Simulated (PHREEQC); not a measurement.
## Metal-bearing waste water

A solution holds 1.3 mmol/kgw CdCl2, 0.038 mmol/kgw ZnCl2, 0.49 mmol/kgw H2SO4 and 0.78 mmol/kgw Na2SO4, at 40 °C. Closed to the air; pH follows from the charge balance.

Model: ion-association model, phreeqc.dat, run in PHREEQC.

| Quantity | Result |
|---|---|
| pH | 3.08 |
| ionic strength | 0.00665 mol/kgw |
| specific conductance | 1080 µS/cm |
| total alkalinity | -0.980 meq/kg |

```json
[
 {"species": "Cl-", "molality": "0.00250", "activity": "0.00229", "log γ": "-0.039"},
 {"species": "Na+", "molality": "0.00155", "activity": "0.00142", "log γ": "-0.038"},
 {"species": "SO4-2", "molality": "0.00101", "activity": "0.000716", "log γ": "-0.151"},
 {"species": "Cd+2", "molality": "0.000972", "activity": "0.000682", "log γ": "-0.154"},
 {"species": "H+", "molality": "0.000891", "activity": "0.000824", "log γ": "-0.034"},
 {"species": "CdCl+", "molality": "0.000171", "activity": "0.000156", "log γ": "-0.038"},
 {"species": "CdSO4", "molality": "0.000154", "activity": "0.000154", "log γ": "0.001"},
 {"species": "HSO4-", "molality": "8.86e-5", "activity": "8.11e-5", "log γ": "-0.038"},
 {"species": "Zn+2", "molality": "3.33e-5", "activity": "2.35e-5", "log γ": "-0.151"}
]
```

This is a speciation only: nothing precipitates in the calculation. At this temperature some constants are extrapolated from 25 °C, and those without enthalpy data are left unchanged.
